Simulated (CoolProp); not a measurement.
Vapour-liquid equilibrium of R134a (1) + R141b (2) at 0.0125 MPa; x and y are mole fractions of (1).

Values from CoolProp's multi-fluid Helmholtz-energy mixture model, Tillner-Roth 1994 and Lemmon 2006; pair parameters Bell 2016.

```
x     bubble temperature (°C)  y at the bubble point  dew temperature at overall composition x (°C)  liquid density (mol/L)
----  -----------------------  ---------------------  ---------------------------------------------  ----------------------
0.05                    -30.9                  0.578                                          -17.4                   11.53
0.15                    -44.7                  0.844                                          -19.4                   11.95
0.25                    -51.2                  0.912                                          -21.6                   12.28
0.35                    -54.9                  0.940                                          -24.0                   12.57
0.45                    -57.2                  0.954                                          -26.8                   12.85
0.55                    -58.8                  0.964                                          -30.0                   13.12
0.65                    -60.0                  0.971                                          -33.8                   13.41
0.75                    -60.9                  0.977                                          -38.6                   13.71
0.85                    -61.9                  0.984                                          -45.2                   14.02
0.95                    -63.0                  0.994                                          -56.5                   14.36
```

No azeotrope shows between x = 0.05 and 0.95.

The pair parameters rest on a limited set of measurements; away from them the model extrapolates.
